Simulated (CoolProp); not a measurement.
A Linde-Hampson liquefier for ethane: isothermal reversible compression at 320 K from 1 atm to 30 MPa, throttling to 1 atm, return gas leaving the recuperator 0 K below the feed. Each further row changes one setting.

The numbers come from the reference Helmholtz-energy equation of state, Bücker 2006 in CoolProp.

```csv
case,liquid yield per pass,compression work (kJ/kg of gas)
as stated,0.467,390
high pressure 60 MPa,?,457
warm-end temperature 350 K,?,457
warm-end gap 5 K,?,390
```

Q: Some entries are withheld; supply them.

A: 
- high pressure 60 MPa, liquid yield per pass: 0.439
- warm-end temperature 350 K, liquid yield per pass: 0.393
- warm-end gap 5 K, liquid yield per pass: 0.460
